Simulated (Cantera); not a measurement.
Cantera run:

```python
import numpy as np
import cantera as ct

gas_names = """
    C CH CH2 CH3 CH2OH CH3O CH4 CH3OH CO CO2 COOH C2 C2H CHCO,ketyl C2H2,acetylene C2H2,vinylidene
    CH2CO,ketene C2H3,vinyl CH3CO,acetyl C2H4 C2H4O,ethylen CH3CHO,ethanal CH3COOH (HCOOH)2 C2H5 C2H6
    CH3OCH3 C2H5OH C2O C3 C3H3,propargyl C3H4,allene C3H4,propyne C3H4,cyclo- C3H5,allyl C3H6,propylene
    C3H6,cyclo- C3H6O C3H7,n-propyl C3H7,i-propyl C3H8 C3H8O,1propanol C3H8O,2propanol C3O2 C4 C4H2
    C4H4,1,3-cyclo- C4H6,butadiene C4H6,2-butyne C4H6,cyclo- C4H8,1-butene C4H8,cis2-buten
    C4H8,tr2-butene C4H8,isobutene C4H8,cyclo- (CH3COOH)2 C4H9,n-butyl C4H9,i-butyl C4H9,s-butyl
    C4H9,t-butyl C4H10,isobutane C4H10,n-butane C5 C5H6,1,3cyclo- C5H8,cyclo- C5H10,1-pentene
    C5H10,cyclo- C5H11,pentyl C5H11,t-pentyl C5H12,n-pentane C5H12,i-pentane CH3C(CH3)2CH3 C6H2
    C6H5,phenyl C6H5O,phenoxy C6H6 C6H5OH,phenol C6H10,cyclo- C6H12,1-hexene C6H12,cyclo- C6H13,n-hexyl
    C7H7,benzyl C7H8 C7H8O,cresol C7H14,1-heptene C7H15,n-heptyl C7H16,n-heptane C8H8,styrene
    C8H10,ethylbenz C8H16,1-octene C8H17,n-octyl C8H18,isooctane C8H18,n-octane C9H19,n-nonyl
    C10H8,naphthale C10H21,n-decyl C12H9,o-bipheny C12H10,bipheny H HCO HO2 H2 HCHO,formaldehy HCOOH H2O
    H2O2 O OH O2 O3 Ti TiO TiO2
""".split()
cond_names = """
    C(gr) C6H6(L) C7H8(L) C8H18(L),n-octa H2O(s) H2O(L) Ti(a) Ti(b) Ti(L) TiC(s) TiC(L) TiO(a) TiO(b)
    TiO(L) TiO2(ru) TiO2(L) Ti2O3(a) Ti2O3(b) Ti2O3(L) Ti3O5(a) Ti3O5(b) Ti3O5(L) Ti4O7(s) Ti4O7(L)
""".split()


def load(file, names, dense=False):
    # The tables refer to 1 bar. Condensed volumes are neglected.
    table = {s.name: s for s in ct.Species.list_from_file(file)}
    out = []
    for n in names:
        d = dict(table[n].input_data)
        d["thermo"] = dict(d["thermo"], **{"reference-pressure": 1e5})
        if dense:
            d["equation-of-state"] = {"model": "constant-volume", "density": "1e6 g/cm^3"}
        out.append(ct.Species.from_dict(d))
    return out


gas = ct.Solution(thermo="ideal-gas", species=load("nasa_gas.yaml", gas_names))
cond = {s.name: ct.Solution(thermo="fixed-stoichiometry", species=[s], name=s.name)
        for s in load("nasa_condensed.yaml", cond_names, dense=True)}
atoms = {
    'Ti(OiPr)4': {'Ti': 1, 'C': 12, 'H': 28, 'O': 4},
    'H2O': {'H': 2, 'O': 1},
}
top_T = {'C(gr)': 4500}  # K; cautious upper limits of use, not melting points


def equilibrate(T, P, feed):
    n = {}
    for name, mol in feed.items():
        for a, k in atoms[name].items():
            n[a] = n.get(a, 0.0) + k * mol
    gas.TPX = T, P, n
    mass = sum(n.values()) * gas.mean_molecular_weight
    gas.equilibrate("TP")
    valid = [c for c in cond.values() if c.min_temp <= T <= top_T.get(c.name, c.max_temp)]
    mix = ct.Mixture([(gas, mass / gas.mean_molecular_weight)] + [(c, 0.0) for c in valid])
    mix.T, mix.P = T, P
    mix.equilibrate("TP", solver="vcs", rtol=1e-11, max_steps=5000)
    return mix


results = []
T = 1375  # K
P = 2200  # Pa
for m in [0.98, 1.3, 1.7, 2.3, 3.1, 4.1, 5.4, 7.2, 9.6, 13, 17, 22, 30]:
    feed = {'Ti(OiPr)4': 1, 'H2O': m}  # mol
    mix = equilibrate(T, P, feed)
    results.append((T, P, feed, dict(zip(mix.species_names, mix.species_moles))))

top = {s: max(r[3][s] / sum(r[3][g] for g in gas_names) for r in results) for s in gas_names}
cols = sorted((s for s in top if top[s] > 0.001), key=lambda s: -top[s])[:8]
seen = [c for c in cond_names if any(r[3].get(c, 0) > 1e-12 for r in results)]
print("log10 of partial pressures in bar; condensed amounts in mol")
print(f"{'n(H2O)':>10s}" + "".join(f"{s[:9]:>10s}" for s in cols + seen))
for T, P, feed, n in results:
    ng = sum(n[g] for g in gas_names)
    print(f"{feed['H2O']:10.4g}" + "".join(f"{np.log10(max(n[s] / ng * P / 1e5, 1e-99)):10.3f}" for s in cols)
          + "".join(f"{n.get(c, 0):10.4g}" for c in seen))
```

Output:

```
log10 of partial pressures in bar; condensed amounts in mol
    n(H2O)        H2        CO       H2O       CO2     C(gr)    TiC(s)  TiO2(ru)  Ti2O3(b)  Ti3O5(b)
      0.98    -1.782    -2.261    -6.380    -7.174     6.019         1         0         0         0
       1.3    -1.787    -2.247    -6.371    -7.147     5.699         1         0         0         0
       1.7    -1.792    -2.232    -6.361    -7.117     5.299         1         0         0         0
       2.3    -1.800    -2.212    -6.349    -7.077     4.699         1         0         0         0
       3.1    -1.808    -2.190    -6.336    -7.033     3.899         1         0         0         0
       4.1    -1.818    -2.167    -6.323    -6.987     2.899         1         0         0         0
       5.4    -1.829    -2.144    -6.310    -6.940     1.599         1         0         0         0
       7.2    -1.840    -2.122    -5.864    -6.462         0    0.9208         0   0.03961         0
       9.6    -1.836    -2.130    -5.677    -6.286         0         0         0    0.2115    0.1923
        13    -1.859    -2.190    -2.860    -3.507         0         0         1         0         0
        17    -1.890    -2.258    -2.528    -3.211         0         0         1         0         0
        22    -1.925    -2.335    -2.335    -3.059         0         0         1         0         0
        30    -1.977    -2.444    -2.171    -2.953         0         0         1         0         0
```

Method: chemical equilibrium by Gibbs-energy minimisation in Cantera with the NASA 1993 tables (ideal gas, pure condensed phases). The feed counts by its element totals alone. Mutual solubility and eutectic melting of coexisting phases are not modelled. TiC: taken at fixed stoichiometry. Condensed phases not in the tables: Magnéli phases beyond Ti4O7.
